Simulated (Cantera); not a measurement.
Chemical vapour transport: B + H2O + H2

Feed: 1 mol B, a varied amount of H2O, 0.28 mol H2, at 1273 K and 0.690 bar.

These are equilibrium values from Cantera (NASA tables, ideal gas, pure condensed phases), not measurements of a reactor. Candidate condensed phases: B, B2O3, B3O3H3, H2O; 23 gas species. Mutual solubility and eutectic melting of coexisting phases are not modelled. Gases not in the tables: H3BO3. Kinetics and transport are ignored.

| n(H2O) (mol) | x H2 | x H2O | x B3O3H3 | x HBO2 | x (HBO2)3 | x HBO | x BH3 | x H | n B(s) | n B2O3(l) |
|---|---|---|---|---|---|---|---|---|---|---|
| 0.3 | 0.994 | 1.39e-6 | 0.00573 | 3.14e-6 | 1.23e-11 | 0.000232 | 1.38e-6 | 8.56e-7 | 0.797 | 0.0966 |
| 0.35 | 0.994 | 1.39e-6 | 0.00573 | 3.14e-6 | 1.23e-11 | 0.000232 | 1.38e-6 | 8.56e-7 | 0.763 | 0.113 |
| 0.42 | 0.994 | 1.39e-6 | 0.00573 | 3.14e-6 | 1.23e-11 | 0.000232 | 1.38e-6 | 8.56e-7 | 0.716 | 0.136 |
| 0.5 | 0.994 | 1.39e-6 | 0.00573 | 3.14e-6 | 1.23e-11 | 0.000232 | 1.38e-6 | 8.56e-7 | 0.662 | 0.162 |
| 0.59 | 0.994 | 1.39e-6 | 0.00573 | 3.14e-6 | 1.23e-11 | 0.000232 | 1.38e-6 | 8.56e-7 | 0.602 | 0.192 |
| 0.71 | 0.994 | 1.39e-6 | 0.00573 | 3.14e-6 | 1.23e-11 | 0.000232 | 1.38e-6 | 8.56e-7 | 0.521 | 0.231 |
| 0.84 | 0.994 | 1.39e-6 | 0.00573 | 3.14e-6 | 1.23e-11 | 0.000232 | 1.38e-6 | 8.56e-7 | 0.434 | 0.274 |
| 1 | 0.994 | 1.39e-6 | 0.00573 | 3.14e-6 | 1.23e-11 | 0.000232 | 1.38e-6 | 8.56e-7 | 0.326 | 0.326 |
| 1.2 | 0.994 | 1.39e-6 | 0.00573 | 3.14e-6 | 1.23e-11 | 0.000232 | 1.38e-6 | 8.56e-7 | 0.191 | 0.391 |
| 1.4 | 0.994 | 1.39e-6 | 0.00573 | 3.14e-6 | 1.23e-11 | 0.000232 | 1.38e-6 | 8.56e-7 | 0.0569 | 0.457 |
| 1.7 | 0.899 | 0.100 | 2.19e-10 | 0.000842 | 0.000238 | 7.81e-7 | <1e-12 | 8.14e-7 | 0 | 0.498 |
| 2 | 0.781 | 0.217 | 4.48e-11 | 0.00124 | 0.000759 | 4.60e-7 | <1e-12 | 7.58e-7 | 0 | 0.496 |
| 2.4 | 0.664 | 0.333 | 1.46e-11 | 0.00153 | 0.00144 | 3.17e-7 | <1e-12 | 7.00e-7 | 0 | 0.492 |
x: gas mole fraction; n: condensed amount in mol.

From 0.3 mol H2O to 1.4 mol H2O the condensed part is B(s) + B2O3(l). From 1.7 mol H2O to 2.4 mol H2O the condensed part is B2O3(l). The share of B in condensed phases is highest at 1.7 mol H2O (99.7 %) and lowest at 1.4 mol H2O (97.1 %).
